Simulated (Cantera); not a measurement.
A freely propagating, adiabatic, planar premixed flame of 6.74 % CH4, 2.83 % CO, 18.2 % O2, 68.1 % N2, 4.18 % CO2, unburnt at 475 K and 16000 Pa; mixture-averaged transport, grid criteria slope 0.08 and curve 0.16, no radiation.

Detailed kinetics in Cantera: GRI-Mech 3.0 (53 species, 325 reactions). Burning velocities carry a grid error of a few per cent, more on coarse grids.

Question: Predict: laminar burning velocity; thermal thickness; peak x(CH2O); peak x(C2H2).

Answer: 
```
Item                         Result
------------------------  ---------
laminar burning velocity  94.9 cm/s
thermal thickness           2.17 mm
peak x(CH2O)               0.000673
peak x(C2H2)                1.14e-5
```
